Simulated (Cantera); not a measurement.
Mixture: C₃H₈ : O₂ : N₂ = 1 : 2.38 : 9.76 (molar parts), equivalence ratio 2.1, at 8.80 bar, adiabatic and at constant pressure. Ignition delay is the time to a rise of 400 K.

Computed with Cantera and GRI-Mech 3.0 (53 species, 325 reactions). GRI-Mech 3.0 was tuned for natural gas; its chemistry of propane as a main component is partial and can be far from experiment.

What does this change do: constant volume in place of constant pressure?


| quantity | before | after |
|---|---|---|
| delay at 1125 K | 8.71 ms | 8.32 ms |
| delay at 1325 K | 0.241 ms | 0.218 ms |
| delay at 1525 K | 18.8 µs | 16.3 µs |
| delay at 1725 K | 4.05 µs | 3.36 µs |
| apparent activation energy between 1625 and 1825 K | 150 kJ/mol | 150 kJ/mol |

What does this change do: 0.068 parts H2 added?


```
quantity                                                before       after
--------------------------------------------------  ----------  ----------
delay at 1125 K                                        8.71 ms     7.03 ms
delay at 1325 K                                       0.241 ms    0.233 ms
delay at 1525 K                                        18.8 µs     18.7 µs
delay at 1725 K                                        4.05 µs     4.04 µs
apparent activation energy between 1625 and 1825 K  150 kJ/mol  140 kJ/mol
```

What does this change do: pressure from 8.80 bar to 1.00 bar?


| quantity | before | after |
|---|---|---|
| delay at 1125 K | 8.71 ms | 34.0 ms |
| delay at 1325 K | 0.241 ms | 0.751 ms |
| delay at 1525 K | 18.8 µs | 75.0 µs |
| delay at 1725 K | 4.05 µs | 21.2 µs |
| apparent activation energy between 1625 and 1825 K | 150 kJ/mol | 120 kJ/mol |
